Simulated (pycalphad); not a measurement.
Computed with pycalphad from the COST 507 light-alloy database (1999), at 1 atm. The database dates from 1999; later assessments differ in places, in temperatures and in the compounds included. Diffusion is slow at the low end, where real alloys seldom reach equilibrium.

Problem. How does the equilibrium phase assembly of Si-15.5Cu (wt.%) change on cooling from 1850 K to 500 K?

Solution. 
```tsv
T (K)	phases above	phases below
1647.0	LIQUID	DIAMOND_A4 + LIQUID
1073.7	DIAMOND_A4 + LIQUID	CU19SI6_ETA + DIAMOND_A4
```
Changes were sought between steps of 75 K, so a narrower field can be missed.

Database names, with the compositions (at.%) that they take in these runs: CU19SI6_ETA: Cu 76 Si 24. DIAMOND_A4 is diamond (Si).
